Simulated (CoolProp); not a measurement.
A Linde-Hampson liquefier for methane: isothermal reversible compression at 280 K from 1 atm to 25 MPa, throttling to 1 atm, return gas leaving the recuperator 2 K below the feed. Each further row changes one setting.

Model: reference Helmholtz-energy equation of state, Setzmann 1991, in CoolProp.

| case | liquid yield per pass | compression work (kJ/kg of gas) |
|---|---|---|
| as stated | 0.260 | 740 |
| high pressure 50 MPa | 0.282 | 839 |
| warm-end temperature 310 K | 0.197 | 842 |
| warm-end gap 7 K | 0.250 | 740 |
